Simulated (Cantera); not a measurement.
Feed: 1 mol SiF₄, 5.4 mol NO, 2.3 mol H₂, at 0.0110 bar.

Cantera equilibrium calculation (NASA polynomials, part measured and part estimated; ideal gas, pure solids and liquids). Candidate condensed phases: H₂O, Si, SiO₂, Si₂N₂O, Si₃N₄; 58 gas species. The tables hold silica as quartz up to 1696 K and as liquid above; real silica turns to tridymite and cristobalite and melts near 1996 K. Kinetics and transport are ignored. All values below are at 1375 °C.

Base state: HF 0.448, N₂ 0.317, O₂ 0.181, H₂O 0.0460, SiF₄ 0.00552, NO 0.00139, OH 0.000511, O 0.000103 (mole fractions); condensed: SiO₂(β-quartz).

Problem. What changes in the equilibrium state with this change: 0.32 mol Cl₂ added?

Solution. 
```json
[
 {"species": "HF", "before": "0.448", "after": "0.403"},
 {"species": "N₂", "before": "0.317", "after": "0.300"},
 {"species": "O₂", "before": "0.181", "after": "0.186"},
 {"species": "HCl", "before": "0", "after": "0.0566"},
 {"species": "H₂O", "before": "0.0460", "after": "0.0266"},
 {"species": "Cl", "before": "0", "after": "0.0145"},
 {"species": "SiF₄", "before": "0.00552", "after": "0.0108"},
 {"species": "Cl₂", "before": "0", "after": "0.000111"},
 {"species": "ClO", "before": "0", "after": "1.36e-5"},
 {"species": "H₂", "before": "1.18e-5", "after": "6.74e-6"},
 {"species": "OH", "before": "0.000511", "after": "0.000390"},
 {"species": "SiO₂(β-quartz), mol", "before": "0.953", "after": "0.903"}
]
```
Further candidate phases: NH₄Cl.
